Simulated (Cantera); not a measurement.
Input: 1 mol CHF3, 0.15 mol CH4, 0.45 mol H2, 0.04 mol F2, held at 45.0 Pa.

These are equilibrium values from Cantera (NASA tables, ideal gas, pure condensed phases), not measurements of a reactor. Candidate condensed phases: C, C6H6, C7H8, C8H18; 95 gas species. Condensed phases not in the tables: fluorocarbon polymer. Gases not in the tables: C2F6 and larger saturated fluorocarbons. Kinetics and transport are ignored.

x: gas mole fraction; n: condensed amount in mol.

| T (K) | x HF | x F | x CF4 | x CF2 | x CF3 | x CF | x H | n C(graphite) |
|---|---|---|---|---|---|---|---|---|
| 848 | 0.945 | 1.07e-12 | 0.0548 | 1.33e-11 | [?] | <1e-12 | <1e-12 | 1.00 |
| 948 | 0.945 | 1.20e-10 | 0.0548 | 9.23e-10 | [?] | <1e-12 | <1e-12 | 1.00 |
| 1048 | 0.945 | 5.50e-9 | 0.0548 | 2.83e-8 | [?] | <1e-12 | 5.91e-12 | 1.00 |
| 1148 | 0.945 | 1.29e-7 | 0.0548 | 4.75e-7 | [?] | <1e-12 | 8.31e-11 | 1.00 |
| 1248 | 0.945 | 1.84e-6 | 0.0548 | 5.04e-6 | [?] | 1.95e-11 | 7.70e-10 | 1.00 |
| 1348 | 0.945 | 1.77e-5 | 0.0548 | 3.75e-5 | [?] | 6.32e-10 | 5.16e-9 | 1.00 |
| 1448 | 0.945 | 0.000124 | 0.0547 | 0.000211 | [?] | 1.26e-8 | 2.68e-8 | 1.00 |
| 1548 | 0.944 | 0.000676 | 0.0541 | 0.000938 | [?] | 1.69e-7 | 1.13e-7 | 1.00 |
| 1648 | 0.941 | 0.00298 | 0.0521 | 0.00342 | [?] | 1.65e-6 | 4.04e-7 | 1.00 |
| 1748 | 0.933 | 0.0109 | 0.0460 | 0.0103 | [?] | 1.20e-5 | 1.27e-6 | 0.998 |
| 1848 | 0.911 | 0.0323 | 0.0323 | 0.0241 | 0.000499 | 6.63e-5 | 3.71e-6 | 0.994 |
| 1948 | 0.874 | 0.0738 | 0.0127 | 0.0381 | 0.000527 | 0.000263 | 1.11e-5 | 1.00 |

### Question
Complete the blanks.

### Answer

- 848, x CF3: 1.91e-11
- 948, x CF3: 5.85e-10
- 1048, x CF3: 9.29e-9
- 1148, x CF3: 9.10e-8
- 1248, x CF3: 6.16e-7
- 1348, x CF3: 3.13e-6
- 1448, x CF3: 1.27e-5
- 1548, x CF3: 4.24e-5
- 1648, x CF3: 0.000120
- 1748, x CF3: 0.000281
